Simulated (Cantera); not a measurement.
An isothermal, constant-pressure homogeneous reactor starts with 12.3 % H2, 87.7 % O2, equivalence ratio 0.070, at 1023 K and 10.00 Torr.

Model: GRI-Mech 3.0 (53 species, 325 reactions), integrated in Cantera. Radical loss at walls, strong at low pressure, is not modelled. The temperature is held fixed by assumption; the heat of reaction is taken as removed at once.

x: mole fraction; the columns are a selection and need not sum to one.

```
t (s)         x H2   x O2     x HO2       x H     x H2O
--------  --------  -----  --------  --------  --------
1.00e-5      0.123  0.877  1.93e-11  1.86e-11    <1e-12
2.82e-5      0.123  0.877  5.45e-11  5.02e-11  1.28e-12
7.95e-5      0.123  0.877  1.54e-10  1.36e-10  2.18e-11
0.000224     0.123  0.877  4.37e-10  4.78e-10  3.29e-10
0.000631     0.123  0.877         ?   5.22e-9   8.16e-9
0.00178      0.123  0.877         ?   2.48e-6   4.52e-6
0.00502    0.00978  0.821   1.07e-5    0.0404    0.0916
0.0141     0.00193  0.851   1.07e-5   0.00863     0.121
0.0399    0.000284  0.867         ?  0.000433     0.130
0.112      2.92e-5  0.869         ?   1.44e-5     0.131
0.317      3.55e-6  0.869         ?   7.11e-7     0.131
0.893      5.93e-7  0.869         ?   5.83e-8     0.131
2.52       1.32e-7  0.869         ?   6.95e-9     0.131
7.10       3.52e-8  0.869         ?   1.04e-9     0.131
20.0       1.06e-8  0.869         ?  1.78e-10     0.131
```

Task: Some entries are withheld; supply them.

Result: 
- 0.000631, x HO2: 1.30e-9
- 0.00178, x HO2: 4.59e-8
- 0.0399, x HO2: 6.42e-6
- 0.112, x HO2: 1.95e-6
- 0.317, x HO2: 4.24e-7
- 0.893, x HO2: 9.66e-8
- 2.52, x HO2: 2.56e-8
- 7.10, x HO2: 7.71e-9
- 20.0, x HO2: 2.63e-9
